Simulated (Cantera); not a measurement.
## Premixed flame

A freely propagating, adiabatic, planar premixed flame of 12.8 % CH₄, 18.3 % O₂, 68.8 % N₂, equivalence ratio 1.4, unburnt at 450 K and 760 Torr; mixture-averaged transport, grid criteria slope 0.08 and curve 0.16, no radiation.

Detailed kinetics in Cantera: GRI-Mech 3.0 (53 species, 325 reactions). Burning velocities carry a grid error of a few per cent, more on coarse grids.

```tsv
z (mm)	T (K)	u (m/s)	x CH₄	x O₂	x H₂O	x NO	x C₂H₂	x CH₂
-1.98	450	0.359	0.128	0.183	6.04e-5	<1e-8	2.45e-8	<1e-8
-1.32	455	0.364	0.127	0.182	0.000677	<1e-8	5.17e-7	<1e-8
-0.989	475	0.383	0.124	0.179	0.00333	5.12e-8	4.25e-6	<1e-8
-0.660	600	0.490	0.114	0.169	0.0184	5.50e-7	4.64e-5	<1e-8
-0.330	1081	0.905	0.0759	0.123	0.0737	5.53e-6	0.000379	3.06e-8
-0.165	1474	1.25	0.0420	0.0783	0.119	1.14e-5	0.000883	2.56e-6
0	1820	1.56	0.0122	0.0319	0.159	2.04e-5	0.00170	3.93e-5
0.165	1980	1.70	0.00204	0.00862	0.176	3.43e-5	0.00125	4.56e-5
0.330	2027	1.74	0.000385	0.00211	0.179	4.96e-5	0.000546	1.62e-5
0.660	2048	1.75	3.11e-5	0.000197	0.177	7.16e-5	0.000104	1.65e-6
1.32	2058	1.76	1.46e-6	5.01e-5	0.177	9.19e-5	7.65e-6	7.14e-8
2.64	2066	1.77	4.25e-8	2.87e-5	0.177	0.000105	2.05e-7	<1e-8
5.28	2074	1.77	<1e-8	1.37e-5	0.177	0.000110	<1e-8	<1e-8
```
x: mole fraction of selected species; z is measured from the peak of heat release.

laminar burning velocity: 35.7 cm/s
thermal thickness: 0.660 mm
peak x(C₂H₂): 0.00173
peak x(CH₂): 5.44e-5
grid points: 150
